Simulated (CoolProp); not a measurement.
Vapour-liquid equilibrium of propylene (1) + isobutane (2) at 1.32 MPa; x and y are mole fractions of (1).

Model: multi-fluid Helmholtz-energy mixture model, Lemmon 2013 and Bücker 2006; pair parameters Bell 2016, in CoolProp.

```tsv
x	bubble temperature (K)	y at the bubble point	dew temperature at overall composition x (K)	liquid density (mol/L)
0.05	348.0	0.106	350.3	8.294
0.125	343.0	0.234	347.3	8.547
0.2	339.0	0.337	344.3	8.789
0.275	335.5	0.426	341.4	9.031
0.35	[?]	0.507	338.4	9.281
0.425	329.3	0.583	335.5	9.541
0.5	326.3	0.657	332.6	9.814
0.575	323.1	0.727	[?]	10.10
0.65	319.8	0.794	326.6	10.40
0.725	316.4	0.855	323.2	10.71
0.8	312.8	0.908	319.5	[?]
0.875	309.2	0.951	315.1	[?]
0.95	[?]	0.984	309.3	11.62
```

Question: Some entries are withheld; supply them.

Answer: 
- 0.35, bubble temperature (K): 332.3
- 0.575, dew temperature at overall composition x (K): 329.6
- 0.8, liquid density (mol/L): 11.02
- 0.875, liquid density (mol/L): 11.33
- 0.95, bubble temperature (K): 305.7

No azeotrope shows between x = 0.05 and 0.95.

The pair parameters rest on a limited set of measurements; away from them the model extrapolates.
